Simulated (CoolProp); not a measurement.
Vapour-liquid equilibrium of R125 (1) + propylene (2) at 264.2 K; x and y are mole fractions of (1).

Computed with CoolProp (multi-fluid Helmholtz-energy mixture model, Lemmon 2005 and Lemmon 2013; pair parameters Bell 2016).

| x | bubble pressure, mixture model (kPa) | bubble pressure, Raoult's law (kPa) | y, mixture model | y, Raoult's law |
|---|---|---|---|---|
| 0.05 | 482.6 | 445.7 | 0.117 | 0.056 |
| 0.125 | 527.0 | 450.0 | 0.238 | 0.139 |
| 0.2 | 557.8 | 454.3 | 0.321 | 0.220 |
| 0.275 | 579.0 | 458.6 | 0.384 | 0.300 |
| 0.35 | 593.2 | 462.9 | 0.435 | 0.378 |
| 0.425 | 602.2 | 467.2 | 0.480 | 0.455 |
| 0.5 | 606.9 | 471.5 | 0.523 | 0.530 |
| 0.575 | 607.7 | 475.8 | 0.566 | 0.604 |
| 0.65 | 604.4 | 480.1 | 0.612 | 0.677 |
| 0.725 | 596.3 | 484.4 | 0.664 | 0.749 |
| 0.8 | 582.2 | 488.7 | 0.726 | 0.819 |
| 0.875 | 560.4 | 493.0 | 0.804 | 0.888 |
| 0.95 | 528.5 | 497.3 | 0.908 | 0.955 |

The largest gap from Raoult's law is +28.9 % in bubble pressure, at x = 0.425. y crosses x between x = 0.5 and 0.575: the model has an azeotrope there.

The pair parameters rest on a limited set of measurements; away from them the model extrapolates.
